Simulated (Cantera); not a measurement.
Input: 1 mol FeCl₃, 0.018 mol HCl, 0.29 mol H₂, held at 1698 K and 0.0105 Torr.

Cantera equilibrium calculation (NASA polynomials, part measured and part estimated; ideal gas, pure solids and liquids). Candidate condensed phases: Fe, FeCl₂, FeCl₃; 11 gas species. Kinetics and transport are ignored.

Base state: FeCl₂ 0.486, HCl 0.288, Cl 0.218, Fe 0.00393, H₂ 0.00157, H 0.00153, FeCl 8.33e-5, Cl₂ 1.85e-5 (mole fractions); condensed: gas only.

Question: What changes in the equilibrium state with this change: temperature from 1698 K to 748 K?

Answer: 
```json
[
 {"species": "HCl", "before": "0.288", "after": "0.377"},
 {"species": "FeCl₂", "before": "0.486", "after": "0.352"},
 {"species": "FeCl₃", "before": "9.43e-6", "after": "0.264"},
 {"species": "Cl", "before": "0.218", "after": "5.52e-6"},
 {"species": "Fe", "before": "0.00393", "after": "<1e-9"},
 {"species": "H₂", "before": "0.00157", "after": "<1e-9"},
 {"species": "H", "before": "0.00153", "after": "<1e-9"},
 {"species": "Fe₂Cl₆", "before": "<1e-9", "after": "0.000521"},
 {"species": "Fe₂Cl₄", "before": "3.56e-8", "after": "0.00680"}
]
```
